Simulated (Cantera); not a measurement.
Feed: 1 mol Si₃N₄, 0.57 mol C, 0.094 mol H₂, equilibrated at 62.0 Pa.

Equilibrium computed with Cantera from the NASA thermochemical tables; the gas is ideal and each condensed phase is pure. Candidate condensed phases: C, C₆H₆, C₇H₈, C₈H₁₈, Si, SiC, Si₃N₄; 105 gas species. Mutual solubility and eutectic melting of coexisting phases are not modelled. Rates play no part.

Q: Which condensed phases are stable at each of these points (T (K)): 1923, 2023, 2123, 2223, 2323, 2423, 2523, 2623?

A: 
```tsv
T (K)	condensed phases	Si condensed (%)
1923	Si(l) + SiC(s)	97.8
2023	Si(l) + SiC(s)	92.1
2123	Si(l) + SiC(s)	68.7
2223	SiC(s)	13.8
2323	SiC(s)	4.1
2423	gas only	0.0
2523	gas only	0.0
2623	gas only	0.0
```

From 1923 K to 2123 K the condensed part is Si(l) + SiC(s). From 2223 K to 2323 K the condensed part is SiC(s). From 2423 K to 2623 K nothing is condensed.
